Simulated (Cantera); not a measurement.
A perfectly stirred reactor is fed with 8.55 % CH4, 19.2 % O2, 72.2 % N2, equivalence ratio 0.89, at 4.84 atm; it is adiabatic with a 323 K inlet, and is followed from long to short residence time, starting on the burning branch (τ in s: 0.47, 0.18, 0.071, 0.027, 0.011, 0.0041, 0.0016, 0.00061, 0.00024, 9.2e-05, 3.6e-05).

Detailed kinetics in Cantera: GRI-Mech 3.0 (53 species, 325 reactions).

x: mole fraction; the columns are a selection and need not sum to one.

```json
[
 {"τ (s)": "0.47", "T (K)": "2152", "x CH4": "3.68e-7", "x O2": "0.0205", "x NO": "(withheld)", "x C2H": "<1e-12", "x CH2O": "5.48e-8", "x CO": "0.00117"},
 {"τ (s)": "0.18", "T (K)": "2153", "x CH4": "9.36e-7", "x O2": "0.0209", "x NO": "(withheld)", "x C2H": "<1e-12", "x CH2O": "1.41e-7", "x CO": "0.00122"},
 {"τ (s)": "0.071", "T (K)": "2153", "x CH4": "2.28e-6", "x O2": "0.0212", "x NO": "(withheld)", "x C2H": "<1e-12", "x CH2O": "3.46e-7", "x CO": "0.00132"},
 {"τ (s)": "0.027", "T (K)": "2150", "x CH4": "5.52e-6", "x O2": "0.0216", "x NO": "(withheld)", "x C2H": "4.56e-12", "x CH2O": "8.54e-7", "x CO": "0.00156"},
 {"τ (s)": "0.011", "T (K)": "2145", "x CH4": "1.18e-5", "x O2": "0.0219", "x NO": "(withheld)", "x C2H": "1.95e-11", "x CH2O": "1.87e-6", "x CO": "0.00205"},
 {"τ (s)": "0.0041", "T (K)": "2133", "x CH4": "2.54e-5", "x O2": "0.0226", "x NO": "(withheld)", "x C2H": "7.67e-11", "x CH2O": "4.10e-6", "x CO": "0.00311"},
 {"τ (s)": "0.0016", "T (K)": "2112", "x CH4": "5.02e-5", "x O2": "0.0236", "x NO": "(withheld)", "x C2H": "2.29e-10", "x CH2O": "8.12e-6", "x CO": "0.00488"},
 {"τ (s)": "0.00061", "T (K)": "2078", "x CH4": "0.000100", "x O2": "0.0254", "x NO": "(withheld)", "x C2H": "6.09e-10", "x CH2O": "1.58e-5", "x CO": "0.00773"},
 {"τ (s)": "0.00024", "T (K)": "2030", "x CH4": "0.000204", "x O2": "0.0280", "x NO": "(withheld)", "x C2H": "1.47e-9", "x CH2O": "3.02e-5", "x CO": "0.0118"},
 {"τ (s)": "9.2e-5", "T (K)": "1957", "x CH4": "0.000474", "x O2": "0.0326", "x NO": "(withheld)", "x C2H": "3.79e-9", "x CH2O": "6.27e-5", "x CO": "0.0181"},
 {"τ (s)": "3.6e-5", "T (K)": "323", "x CH4": "0.0855", "x O2": "0.192", "x NO": "<1e-12", "x C2H": "<1e-12", "x CH2O": "<1e-12", "x CO": "<1e-12"}
]
```

Problem. What belongs in the gaps?

Solution. 
- 0.47, x NO: 0.00212
- 0.18, x NO: 0.00142
- 0.071, x NO: 0.000837
- 0.027, x NO: 0.000460
- 0.011, x NO: 0.000280
- 0.0041, x NO: 0.000186
- 0.0016, x NO: 0.000141
- 0.00061, x NO: 0.000110
- 0.00024, x NO: 8.39e-5
- 9.2e-5, x NO: 5.64e-5
